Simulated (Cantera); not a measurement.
Thermodynamics of halide evaporation, hydrolysis and transport, feed CaCl2 + H2O + N2 + O2

Input: 1 mol CaCl2, 0.087 mol H2O, 0.48 mol N2, 0.56 mol O2, equilibrated at 0.0133 bar.

Cantera equilibrium calculation (NASA polynomials, part measured and part estimated; ideal gas, pure solids and liquids). Candidate condensed phases: Ca, CaCl2, CaO, Ca(OH)2, H2O, NH4Cl; 36 gas species. Mutual solubility and eutectic melting of coexisting phases are not modelled. Condensed phases not in the tables: oxide chlorides. The numbers say what is thermodynamically allowed, not how fast it happens.

From 1175 °C to 1275 °C the condensed part is CaCl2(l) + CaO(s). From 1375 °C to 1875 °C the condensed part is CaO(s). The main Ca-bearing gas is CaCl2 throughout. The share of Ca in condensed phases is highest at 1175 °C (93.0 %) and lowest at 1375 °C (12.5 %).

| T (°C) | log p O2 | log p CaCl2 | log p N2 | log p Cl | log p HCl | log p H2O | log p O | n CaCl2(l) | n CaO(s) |
|---|---|---|---|---|---|---|---|---|---|
| 1175 | -2.23 | -3.13 | -2.30 | -3.84 | -2.92 | -3.50 | -6.83 | 0.865 | 0.0650 |
| 1275 | -2.34 | -2.52 | -2.40 | -3.44 | -2.92 | -3.90 | -6.29 | 0.541 | 0.0962 |
| 1375 | -2.48 | -2.27 | -2.53 | -3.24 | -3.02 | -4.18 | -5.84 | 0 | 0.125 |
| 1475 | -2.49 | -2.27 | -2.53 | -3.15 | -3.05 | -4.06 | -5.38 | 0 | 0.131 |
| 1575 | -2.49 | -2.27 | -2.53 | -3.07 | -3.07 | -3.97 | -4.97 | 0 | 0.139 |
| 1675 | -2.50 | -2.28 | -2.53 | -3.00 | -3.10 | -3.89 | -4.60 | 0 | 0.147 |
| 1775 | -2.51 | -2.29 | -2.54 | -2.93 | -3.13 | -3.84 | -4.28 | 0 | 0.157 |
| 1875 | -2.53 | -2.30 | -2.54 | -2.87 | -3.17 | -3.81 | -3.98 | 0 | 0.167 |
log p: log10 of the partial pressure in bar; n: condensed amount in mol.
